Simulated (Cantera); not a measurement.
Feed: 1 mol SiH₄, 52 mol H₂, 0.92 mol C₂H₄, equilibrated at 2348 K and 0.00180 bar.

Cantera equilibrium calculation (NASA polynomials, part measured and part estimated; ideal gas, pure solids and liquids). Candidate condensed phases: C, C₆H₆, C₇H₈, C₈H₁₈, Si, SiC; 87 gas species. The numbers say what is thermodynamically allowed, not how fast it happens.

Base state: H₂ 0.732, H 0.249, Si 0.0129, C₂H₂ (acetylene) 0.00400, SiC₂ 0.00209, SiH 0.000158, Si₂C 0.000122, C₂H 6.92e-5 (mole fractions); condensed: C(graphite).

### Question
What changes in the equilibrium state with this change: SiH₄ replaced by Si(CH₃)₄?

### Answer
```json
[
 {"species": "H₂", "before": "0.732", "after": "0.732"},
 {"species": "H", "before": "0.249", "after": "0.249"},
 {"species": "Si", "before": "0.0129", "after": "0.0121"},
 {"species": "Si₂C", "before": "0.000122", "after": "0.000106"},
 {"species": "SiC₂", "before": "0.00209", "after": "0.00196"},
 {"species": "SiH", "before": "0.000158", "after": "0.000148"},
 {"species": "C(graphite), mol", "before": "1.02", "after": "4.99"}
]
```
